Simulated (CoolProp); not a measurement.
Vapour-liquid equilibrium of R113 (1) + n-heptane (2) at 175.35 °C; x and y are mole fractions of (1).

Values from CoolProp's multi-fluid Helmholtz-energy mixture model, Marx 1992 and Span 2003; pair parameters Bell 2016.

```json
[
 {"x": "0.05", "bubble pressure, mixture model (kPa)": "…", "bubble pressure, Raoult's law (kPa)": "689.6", "y, mixture model": "…", "y, Raoult's law": "0.136"},
 {"x": "0.2", "bubble pressure, mixture model (kPa)": "888.4", "bubble pressure, Raoult's law (kPa)": "877.7", "y, mixture model": "0.383", "y, Raoult's law": "0.429"},
 {"x": "0.35", "bubble pressure, mixture model (kPa)": "…", "bubble pressure, Raoult's law (kPa)": "1066", "y, mixture model": "0.557", "y, Raoult's law": "0.618"},
 {"x": "0.5", "bubble pressure, mixture model (kPa)": "…", "bubble pressure, Raoult's law (kPa)": "1254", "y, mixture model": "…", "y, Raoult's law": "0.750"},
 {"x": "0.65", "bubble pressure, mixture model (kPa)": "…", "bubble pressure, Raoult's law (kPa)": "1442", "y, mixture model": "0.788", "y, Raoult's law": "0.848"},
 {"x": "0.8", "bubble pressure, mixture model (kPa)": "1631", "bubble pressure, Raoult's law (kPa)": "1630", "y, mixture model": "0.881", "y, Raoult's law": "0.923"},
 {"x": "0.95", "bubble pressure, mixture model (kPa)": "1817", "bubble pressure, Raoult's law (kPa)": "1818", "y, mixture model": "…", "y, Raoult's law": "0.983"}
]
```

Question: What belongs in the gaps?

Answer: 
- 0.05, bubble pressure, mixture model (kPa): 692.4
- 0.05, y, mixture model: 0.120
- 0.35, bubble pressure, mixture model (kPa): 1080
- 0.5, bubble pressure, mixture model (kPa): 1266
- 0.5, y, mixture model: 0.685
- 0.65, bubble pressure, mixture model (kPa): 1449
- 0.95, y, mixture model: 0.970

The largest gap from Raoult's law is +1.3 % in bubble pressure, at x = 0.35. No azeotrope shows between x = 0.05 and 0.95.

Pair parameters are fitted to limited data, so mixtures are less certain than the pure fluids.
